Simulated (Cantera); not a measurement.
What does this Cantera script print?

```python
import numpy as np
import cantera as ct

gas_names = """
    B BH BH2 BH3 BN B2 H H2 N NH NH2 NH3 N2 N2H2 N2H4
""".split()
cond_names = """
    B(b) B(L) BN(s)
""".split()


def load(file, names, dense=False):
    # The tables refer to 1 bar. Condensed volumes are neglected.
    table = {s.name: s for s in ct.Species.list_from_file(file)}
    out = []
    for n in names:
        d = dict(table[n].input_data)
        d["thermo"] = dict(d["thermo"], **{"reference-pressure": 1e5})
        if dense:
            d["equation-of-state"] = {"model": "constant-volume", "density": "1e6 g/cm^3"}
        out.append(ct.Species.from_dict(d))
    return out


gas = ct.Solution(thermo="ideal-gas", species=load("nasa_gas.yaml", gas_names))
cond = {s.name: ct.Solution(thermo="fixed-stoichiometry", species=[s], name=s.name)
        for s in load("nasa_condensed.yaml", cond_names, dense=True)}
atoms = {
    'BN': {'B': 1, 'N': 1},
    'H2': {'H': 2},
}
top_T = {'BN(s)': 3200}  # K; cautious upper limits of use, not melting points


def equilibrate(T, P, feed):
    n = {}
    for name, mol in feed.items():
        for a, k in atoms[name].items():
            n[a] = n.get(a, 0.0) + k * mol
    gas.TPX = T, P, n
    mass = sum(n.values()) * gas.mean_molecular_weight
    gas.equilibrate("TP")
    valid = [c for c in cond.values() if c.min_temp <= T <= top_T.get(c.name, c.max_temp)]
    mix = ct.Mixture([(gas, mass / gas.mean_molecular_weight)] + [(c, 0.0) for c in valid])
    mix.T, mix.P = T, P
    mix.equilibrate("TP", solver="vcs", rtol=1e-11, max_steps=5000)
    return mix


results = []
feed = {'BN': 1, 'H2': 4.1}  # mol
T = 2075  # K
for P in [1, 16, 250, 4000, 63000, 1000000]:
    mix = equilibrate(T, P, feed)
    results.append((T, P, feed, dict(zip(mix.species_names, mix.species_moles))))
    x = sorted(zip(gas.X, gas.species_names), reverse=True)
    print(f"T = {T:g} K  P = {P:g} Pa  gas = {mix.phase_moles(0):.4g} mol")
    print("   x: " + "  ".join(f"{s} {v:.3e}" for v, s in x if v > 1e-06))
    print("   condensed (mol): " + ("  ".join(f"{mix.phase(i).name} {mix.phase_moles(i):.4g}"
          for i in range(1, mix.n_phases) if mix.phase_moles(i) > 1e-12) or "none"))
```

It prints:

```
T = 2075 K  P = 1 Pa  gas = 6.571 mol
   x: H 5.110e-01  H2 3.681e-01  N2 7.607e-02  B 4.436e-02  BH2 2.608e-04  BH 1.495e-04  BN 3.510e-05
   condensed (mol): B(b) 0.7056
T = 2075 K  P = 16 Pa  gas = 5.067 mol
   x: H2 7.194e-01  H 1.786e-01  N2 9.868e-02  B 2.773e-03  BH2 5.097e-04  BH 5.224e-05  BN 9.994e-06
   condensed (mol): B(b) 0.9831
T = 2075 K  P = 250 Pa  gas = 4.716 mol
   x: H2 8.442e-01  N2 1.060e-01  H 4.895e-02  BH2 5.982e-04  B 1.774e-04  BH 1.432e-05  BN 2.621e-06  BH3 1.676e-06
   condensed (mol): B(b) 0.9963
T = 2075 K  P = 4000 Pa  gas = 4.163 mol
   x: H2 9.775e-01  H 1.317e-02  N2 8.653e-03  BH2 6.926e-04  B 1.109e-05  BH3 8.352e-06  BH 3.851e-06
   condensed (mol): B(b) 0.06907  BN(s) 0.9279
T = 2075 K  P = 63000 Pa  gas = 4.109 mol
   x: H2 9.954e-01  H 3.348e-03  BH2 7.052e-04  N2 5.494e-04  BH3 3.406e-05
   condensed (mol): B(b) 0.001471  BN(s) 0.9955
T = 2075 K  P = 1e+06 Pa  gas = 4.102 mol
   x: H2 9.986e-01  H 8.417e-04  BH2 3.081e-04  N2 1.826e-04  BH3 5.937e-05  NH3 2.401e-06
   condensed (mol): BN(s) 0.9985
```

These are equilibrium values from Cantera (NASA tables, ideal gas, pure condensed phases), not measurements of a reactor. Mutual solubility and eutectic melting of coexisting phases are not modelled. The tables' values for BH2 are old estimates; treat these amounts as uncertain. Gases not in the tables: B2H6 and higher boranes.
